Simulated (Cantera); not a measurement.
Premixed flame

A freely propagating, adiabatic, planar premixed flame of 5.56 % C₃H₈, 19.9 % O₂, 74.6 % N₂, equivalence ratio 1.4, unburnt at 475 K and 0.290 bar; unity-Lewis-number transport, grid criteria slope 0.08 and curve 0.16, no radiation.

Model: GRI-Mech 3.0 (53 species, 325 reactions), integrated in Cantera. GRI-Mech 3.0 was tuned for natural gas; its chemistry of propane as a main component is partial and can be far from experiment. Unity Lewis numbers drop preferential diffusion, which matters most where H2 and H carry the flame. Burning velocities carry a grid error of a few per cent, more on coarse grids.

```tsv
z (mm)	T (K)	u (m/s)	x C₃H₈	x O₂	x C₂H₂	x NO	x HO₂	x HCO
-4.00	475	0.576	0.0556	0.199	7.05e-7	<1e-8	2.10e-8	<1e-8
-2.67	479	0.581	0.0555	0.198	9.60e-6	7.44e-8	2.82e-7	<1e-8
-2.00	493	0.599	0.0547	0.196	4.99e-5	3.91e-7	1.40e-6	<1e-8
-1.33	595	0.730	0.0496	0.183	0.000332	2.74e-6	7.45e-6	<1e-8
-0.666	1041	1.34	0.0262	0.124	0.00162	1.47e-5	3.02e-5	1.84e-7
-0.333	1434	1.93	0.00732	0.0710	0.00282	2.60e-5	9.79e-5	1.75e-5
0	1800	2.50	0.000123	0.0256	0.00306	4.20e-5	2.60e-5	5.61e-5
0.333	1947	2.72	5.31e-8	0.00728	0.000757	6.36e-5	1.42e-6	1.16e-5
0.666	1979	2.77	<1e-8	0.00302	8.60e-5	8.00e-5	3.82e-7	1.26e-6
1.33	1997	2.79	<1e-8	0.00181	1.17e-6	9.37e-5	2.40e-7	1.16e-7
2.67	2017	2.81	<1e-8	0.00144	<1e-8	0.000100	1.97e-7	9.26e-8
5.33	2046	2.85	<1e-8	0.00106	<1e-8	0.000104	1.52e-7	7.81e-8
10.7	2080	2.89	<1e-8	0.000651	<1e-8	0.000108	1.00e-7	5.99e-8
```
x: mole fraction of selected species; z is measured from the peak of heat release.

```json
{
  "laminar_burning_velocity": "57.6 cm/s",
  "thermal_thickness": "1.33 mm",
  "peak x(C₂H₂)": "0.00342",
  "peak x(HO₂)": "0.000100",
  "peak x(HCO)": "6.07e-5",
  "grid_points": "142"
}
```
